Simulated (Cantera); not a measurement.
# Reactions in the system H-S-Si

Standard-state values (1 bar) from the NASA 1993 polynomials, evaluated with Cantera. Values are per mole of reaction as written; species without (g) are pure solids or liquids, kept so even where they would boil at 1 bar.

3 S2(g) + 4 SiH3(g) → 4 Si(g) + 6 H2S(g)

```json
[
 {"T (K)": "1675", "ΔH° (kJ)": "435.1", "ΔS° (J/K)": "345.5", "ΔG° (kJ)": "-143.7", "log10 K": "4.48"},
 {"T (K)": "1775", "ΔH° (kJ)": "433.0", "ΔS° (J/K)": "344.3", "ΔG° (kJ)": "-178.2", "log10 K": "5.24"},
 {"T (K)": "1875", "ΔH° (kJ)": "430.9", "ΔS° (J/K)": "343.2", "ΔG° (kJ)": "-212.6", "log10 K": "5.92"},
 {"T (K)": "1975", "ΔH° (kJ)": "429.0", "ΔS° (J/K)": "342.2", "ΔG° (kJ)": "-246.8", "log10 K": "6.53"},
 {"T (K)": "2075", "ΔH° (kJ)": "427.1", "ΔS° (J/K)": "341.3", "ΔG° (kJ)": "-281.0", "log10 K": "7.07"},
 {"T (K)": "2175", "ΔH° (kJ)": "425.4", "ΔS° (J/K)": "340.4", "ΔG° (kJ)": "-315.1", "log10 K": "7.57"}
]
```
